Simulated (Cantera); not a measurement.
Thermodynamics of calcination and drying, feed Mg(OH)2 + O2

Charge: 1 mol Mg(OH)2, 13 mol O2, at 1475 K and 8600 Pa.

These are equilibrium values from Cantera (NASA tables, ideal gas, pure condensed phases), not measurements of a reactor. Candidate condensed phases: H2O, Mg, MgO, Mg(OH)2; 15 gas species. Rates play no part.

The x(O2) is 0.928 and the x(H2O) is 0.0714. The x(OH) is 0.000142 and the x(O) is 9.43e-6. The n(MgO(s)) is 1.00 mol. The gas amount comes out as 14.00 mol and the log10 activity of Mg(l) (absent) comes out as -14.97.
